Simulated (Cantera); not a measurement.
A diamond (100) surface in a fixed gas of H2 with x(CH4) = 0.017, x(CH3) = 0.0011, at 948 K, 0.100 bar; coverages are run to steady state.

Model: the Harris–Goodwin 1993 mechanism for the reconstructed diamond (100) surface, integrated in Cantera.

One state of this run: growth (µm/h) = 29.6; θ c6HH = 0.452; θ c6H* = 0.00966; θ c6*H = 0.230; θ c6** = 0.00397; θ c6HM = 0.234. θ: site fractions in the mechanism's names (c6HH fully hydrogenated, c6H* and c6*H radical sites, c6** diradical, c6HM methylated).

Which value of x(H) does it belong to?
A. 0.00046
B. 0.0021
C. 0.00022
D. 0.0046

B, 0.0021
